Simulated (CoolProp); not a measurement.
Methanol at several states: Z from the reference equation and from simpler models built on Tc = 240.2 °C, pc = 8.216 MPa, ω = 0.565; each cubic takes its own stable root.

Model: reference Helmholtz-energy equation of state, de Reuck 1993, in CoolProp.

```
T (°C)  p (MPa)   phase  reference  van der Waals  Redlich-Kwong  Soave-Redlich-Kwong  Peng-Robinson
------  -------  ------  ---------  -------------  -------------  -------------------  -------------
272.65     1.11     gas     0.9655         0.9645         0.9606               0.9633         0.9585
80.45      28.4  liquid     0.4049         0.7995         0.5659               0.5350         0.4758
-8.05    0.0886  liquid   0.001576         0.9853       0.002168             0.002054       0.001829
235.15     8.95  liquid     0.1488         0.2868         0.2365               0.2292         0.2063
123.75    0.448     gas     0.9305         0.9695         0.9605               0.9518         0.9494
240.05     18.8  liquid     0.2638         0.4763         0.3847               0.3846         0.3457
```

At some of these states van der Waals gives the other phase, because its saturation line lies elsewhere.
